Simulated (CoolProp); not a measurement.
Properties of ethanol along the isobar 0.471 MPa (Tc = 241.6 °C, pc = 6.268 MPa, ω = 0.644).

Model: reference Helmholtz-energy equation of state, Schroeder 2014, in CoolProp.

```tsv
T (°C)	phase	cp (kJ/(kg K))	cv (kJ/(kg K))	speed of sound (m/s)	expansivity (1/kK)	fugacity coefficient
142.25	gas	2.084	1.781	275.1	3.353	0.9361
162.75	gas	2.085	1.815	284.2	2.967	0.9497
183.15	gas	2.104	1.856	292.5	2.684	0.9599
203.65	gas	2.134	1.901	300.2	2.466	0.9677
224.15	gas	2.170	1.948	307.5	2.291	0.9737
244.55	gas	2.210	1.996	314.4	2.149	0.9784
265.05	gas	2.252	2.045	321.1	2.028	0.9821
285.45	gas	2.296	2.094	327.4	1.925	0.9850
305.95	gas	2.340	2.142	333.6	1.835	0.9874
326.35	gas	2.385	2.189	339.6	1.756	0.9893
346.85	gas	2.429	2.236	345.5	1.685	0.9909
```
